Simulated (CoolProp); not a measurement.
n-pentane along the isotherm 506.2 K: fugacity coefficient from the reference equation and from simpler models built on Tc = 469.7 K, pc = 3.368 MPa, ω = 0.251; each cubic takes its own stable root.

Computed with CoolProp (reference Helmholtz-energy equation of state, Thol 2019).

```
p (MPa)          phase  reference  Redlich-Kwong  Soave-Redlich-Kwong  Peng-Robinson
-------  -------------  ---------  -------------  -------------------  -------------
0.561              gas     0.9562         0.9548               0.9565         0.9509
1.12               gas     0.9134         0.9107               0.9141         0.9035
1.68               gas     0.8712         0.8672               0.8723         0.8575
2.25               gas     0.8289         0.8237               0.8306         0.8120
2.81               gas     0.7878         0.7815               0.7902         0.7686
3.37     supercritical     0.7470         0.7395               0.7504         0.7263
3.93     supercritical     0.7063         0.6976               0.7109         0.6850
4.49     supercritical     0.6654         0.6556               0.6718         0.6447
5.05     supercritical     0.6246         0.6144               0.6337         0.6060
5.61     supercritical     0.5860         0.5772               0.5982         0.5704
6.17     supercritical     0.5516         0.5449               0.5667         0.5388
6.74     supercritical     0.5213         0.5168               0.5389         0.5108
7.3      supercritical     0.4957         0.4931               0.5151         0.4869
7.86     supercritical     0.4735         0.4725               0.4945         0.4661
8.42     supercritical     0.4541         0.4547               0.4765         0.4479
```
